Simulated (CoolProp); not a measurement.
A simple Rankine cycle with n-perfluorobutane: condensing at 289.15 K, boiler at 0.628 MPa, turbine inlet 329.8 K, turbine efficiency 0.9, pump efficiency 0.6, no recuperator. Each further row changes one setting.

Computed with CoolProp (reference Helmholtz-energy equation of state, Gao 2022).

```
case                             thermal efficiency (%)  net work (kJ/kg)  heat in (kJ/kg)  turbine exit temperature (K)  volume ratio over the turbine
-------------------------------  ----------------------  ----------------  ---------------  ----------------------------  -----------------------------
as stated                                             …                 …              122                         312.7                           3.45
turbine inlet 349.8 K                                 …              10.8              141                         332.9                           3.34
condensing temperature 281.15 K                     9.5                 …                …                             …                           4.60
boiler pressure 0.44 MPa                            5.8              7.18                …                         318.6                           2.30
turbine efficiency 0.8                              7.1              8.73              122                         314.0                           3.46
```

Complete the blanks.


- as stated, thermal efficiency (%): 8.1
- as stated, net work (kJ/kg): 9.88
- turbine inlet 349.8 K, thermal efficiency (%): 7.6
- condensing temperature 281.15 K, net work (kJ/kg): 12.5
- condensing temperature 281.15 K, heat in (kJ/kg): 131
- condensing temperature 281.15 K, turbine exit temperature (K): 309.1
- boiler pressure 0.44 MPa, heat in (kJ/kg): 125
